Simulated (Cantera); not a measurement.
A closed system holds: 1 mol CH3F, 0.27 mol CH4, 0.54 mol H2, at 0.133 bar.

These are equilibrium values from Cantera (NASA tables, ideal gas, pure condensed phases), not measurements of a reactor. Candidate condensed phases: C, C6H6, C7H8, C8H18; 95 gas species. The numbers say what is thermodynamically allowed, not how fast it happens. All values below are at 702 °C.

Base state: H2 0.665, HF 0.327, CH4 0.00742 (mole fractions); condensed: C(graphite).

What changes in the equilibrium state with this change: 0.02 mol Cl2 added?


```
species            before    after
----------------  -------  -------
H2                  0.665    0.655
HF                  0.327    0.325
HCl                     0   0.0130
CH4               0.00742  0.00718
C(graphite), mol     1.25     1.25
```
